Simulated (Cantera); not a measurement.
Mixture: CH4 : CO : O2 : N2 = 1 : 0.54 : 4.45 : 16.7 (molar parts), equivalence ratio 0.51, at 4.93 atm, adiabatic and at constant volume. Ignition delay is the time to a rise of 400 K.

Model: GRI-Mech 3.0 (53 species, 325 reactions), integrated in Cantera.

What does this change do: pressure from 4.93 atm to 1.88 atm?


```
quantity                                                before       after
--------------------------------------------------  ----------  ----------
delay at 1223 K                                        5.93 ms     13.7 ms
delay at 1373 K                                       0.911 ms     1.96 ms
delay at 1523 K                                       0.196 ms    0.419 ms
delay at 1673 K                                        57.4 µs    0.128 ms
apparent activation energy between 1598 and 1748 K  170 kJ/mol  160 kJ/mol
```
